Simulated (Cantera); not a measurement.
Input: 1 mol SiHCl₃, 0.018 mol Cl₂, 42 mol H₂, held at 1448.15 K and 61.5 Torr.

Method: chemical equilibrium by Gibbs-energy minimisation in Cantera with the NASA 1993 tables (ideal gas, pure condensed phases). Candidate condensed phases: Si; 19 gas species. The tables' values for SiCl₃ are old estimates; treat these amounts as uncertain. Rates play no part.

Base state: H₂ 0.941, HCl 0.0503, SiCl₂ 0.00829, SiCl₃ 0.000434, SiHCl₃ 0.000133, SiCl₄ 8.33e-5, SiH₂Cl₂ 3.30e-5, H 3.13e-5 (mole fractions); condensed: Si(s).

Problem. What changes in the equilibrium state with this change: H₂ from 42 to 230 mol?

Solution. 
| species | before | after |
|---|---|---|
| H₂ | 0.941 | 0.987 |
| HCl | 0.0503 | 0.0121 |
| SiCl₂ | 0.00829 | 0.000459 |
| SiCl₄ | 8.33e-5 | 2.56e-7 |
| SiCl₃ | 0.000434 | 5.66e-6 |
| Si(s), mol | 0.605 | 0.891 |
